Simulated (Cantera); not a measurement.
## Stirred combustor or abatement burner

A perfectly stirred reactor is fed with 9.51 % CH4, 19.0 % O2, 71.5 % N2, equivalence ratio 1.0, at 10.0 bar; it is adiabatic with a 700 K inlet, and is followed from long to short residence time, starting on the burning branch (τ in s: 0.14, 0.048, 0.017, 0.006, 0.0021, 0.00075, 0.00027, 9.4e-05, 3.3e-05, 1.2e-05).

Model: GRI-Mech 3.0 (53 species, 325 reactions), integrated in Cantera.

| τ (s) | T (K) | x CH4 | x O2 | x C2H2 | x HCN | x C2H4 | x HO2 | x C2H6 |
|---|---|---|---|---|---|---|---|---|
| 0.14 | 2489 | 2.31e-7 | 0.00553 | 6.46e-12 | 6.76e-8 | 1.20e-12 | 2.18e-6 | <1e-12 |
| 0.048 | 2489 | 6.68e-7 | 0.00563 | 4.10e-11 | 1.84e-7 | 9.99e-12 | 2.22e-6 | <1e-12 |
| 0.017 | 2488 | 1.84e-6 | 0.00587 | 2.73e-10 | 4.44e-7 | 7.52e-11 | 2.32e-6 | 1.51e-12 |
| 0.0060 | 2486 | 4.95e-6 | 0.00635 | 1.79e-9 | 9.18e-7 | 5.33e-10 | 2.54e-6 | 1.09e-11 |
| 0.0021 | 2478 | 1.29e-5 | 0.00722 | 1.06e-8 | 1.60e-6 | 3.43e-9 | 3.00e-6 | 7.31e-11 |
| 0.00075 | 2458 | 3.11e-5 | 0.00863 | 4.96e-8 | 2.48e-6 | 1.80e-8 | 3.92e-6 | 4.24e-10 |
| 0.00027 | 2423 | 7.08e-5 | 0.0108 | 1.81e-7 | 3.63e-6 | 7.66e-8 | 5.82e-6 | 2.16e-9 |
| 9.4e-5 | 2366 | 0.000162 | 0.0142 | 5.82e-7 | 5.17e-6 | 2.98e-7 | 9.98e-6 | 1.09e-8 |
| 3.3e-5 | 2287 | 0.000392 | 0.0191 | 1.93e-6 | 7.30e-6 | 1.21e-6 | 1.89e-5 | 6.14e-8 |
| 1.2e-5 | 2172 | 0.00121 | 0.0282 | 1.03e-5 | 1.10e-5 | 8.06e-6 | 4.22e-5 | 6.72e-7 |
x: mole fraction; the columns are a selection and need not sum to one.
